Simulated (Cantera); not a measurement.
Low-pressure radical oxidation in H2/O2

An isothermal, constant-pressure homogeneous reactor starts with H₂ : O₂ = 0.051 : 1 (molar parts), at 1075 K and 0.0133 bar.

Model: the H2/O2 subset of GRI-Mech 3.0, which has no nitrogen chemistry, integrated in Cantera. Radical loss at walls, strong at low pressure, is not modelled. The temperature is held fixed by assumption; the heat of reaction is taken as removed at once.

| t (s) | x H₂ | x O₂ | x OH | x H₂O | x H | x HO₂ |
|---|---|---|---|---|---|---|
| 0.000400 | 0.0485 | 0.951 | 1.08e-9 | 1.82e-9 | 1.20e-9 | 1.22e-9 |
| 0.00189 | 0.0485 | 0.951 | 6.78e-7 | 1.92e-6 | 6.71e-7 | 1.85e-8 |
| 0.00894 | 0.000901 | 0.922 | 0.00215 | 0.0429 | 0.00778 | 5.18e-6 |
| 0.0423 | 0.000244 | 0.942 | 0.00111 | 0.0481 | 0.00121 | 3.74e-6 |
| 0.200 | 1.86e-5 | 0.950 | 0.000306 | 0.0495 | 2.56e-5 | 1.15e-6 |
| 0.946 | 1.02e-6 | 0.950 | 7.42e-5 | 0.0497 | 3.58e-7 | 1.50e-7 |
| 4.47 | 8.77e-8 | 0.950 | 2.24e-5 | 0.0497 | 9.81e-9 | 1.81e-8 |
| 21.1 | 1.17e-8 | 0.950 | 8.31e-6 | 0.0497 | 5.02e-10 | 3.07e-9 |
| 100 | 2.02e-9 | 0.950 | 3.47e-6 | 0.0497 | 3.67e-11 | 1.31e-9 |
x: mole fraction; the columns are a selection and need not sum to one.

Equilibrium at this temperature and pressure: H₂ 3.12e-10, O₂ 0.950, OH 1.37e-6, H₂O 0.0497, H 2.26e-12, HO₂ 2.11e-9 (gas phase only).
